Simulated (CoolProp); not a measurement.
Nitrous oxide at 361.43 K and 0.236 MPa is throttled through a valve to 0.121 MPa with no heat exchange. Each further row changes one setting.

Computed with CoolProp (reference Helmholtz-energy equation of state, Lemmon 2006). It is a short technical equation, of lower accuracy than the large ones.

| case | temperature change (K) | final density (kg/m³) |
|---|---|---|
| as stated | ___ | ___ |
| outlet pressure 0.0363 MPa | -1.4 | ___ |
| outlet pressure 0.157 MPa | ___ | ___ |

### Question
What belongs in the gaps?

### Answer

- as stated, temperature change (K): -0.8
- as stated, final density (kg/m³): 1.78
- outlet pressure 0.0363 MPa, final density (kg/m³): 0.534
- outlet pressure 0.157 MPa, temperature change (K): -0.6
- outlet pressure 0.157 MPa, final density (kg/m³): 2.31
